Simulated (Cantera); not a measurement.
A perfectly stirred reactor is fed with H2 : O2 : N2 = 1 : 0.667 : 2.51 (molar parts), equivalence ratio 0.75, at 9.87 atm; it is adiabatic with a 675 K inlet, and is followed from long to short residence time, starting on the burning branch (τ in s: 0.3, 0.13, 0.057, 0.025, 0.011, 0.0048, 0.0021, 0.00092, 0.0004, 0.00018, 7.7e-05, 3.4e-05, 1.5e-05).

Computed with Cantera and the H2/O2 subset of GRI-Mech 3.0, which has no nitrogen chemistry. The hydrogen kinetics of GRI-Mech 3.0 are dated; newer H2 mechanisms differ, most at raised pressure.

| quantity | before | after |
|---|---|---|
| blow-out, bracketed by the residence times tried | burning at 15.0 µs, the shortest tried | burning at 15.0 µs, the shortest tried |
| x(H2) at τ = 0.300 s | 0.00139 | 0.00206 |
| x(O2) at τ = 0.300 s | 0.0442 | 0.0440 |
| x(H) at τ = 0.300 s | 0.000182 | 0.000331 |
| x(H2O2) at τ = 0.300 s | 9.80e-7 | 5.98e-7 |
| x(HO2) at τ = 0.300 s | 9.62e-6 | 7.36e-6 |
| x(H2) at τ = 2.10 ms | 0.00163 | 0.00286 |
| x(O2) at τ = 2.10 ms | 0.0442 | 0.0441 |
| x(H) at τ = 2.10 ms | 0.000220 | 0.000519 |
| x(H2O2) at τ = 2.10 ms | 1.00e-6 | 6.09e-7 |
| x(HO2) at τ = 2.10 ms | 1.01e-5 | 8.13e-6 |

Q: Which change was made?
(A) inlet temperature 675 to 725 K
(B) pressure from 9.87 atm to 3.95 atm
(C) inlet temperature 675 to 348 K
(D) inlet temperature 675 to 525 K

A: B, pressure from 9.87 atm to 3.95 atm
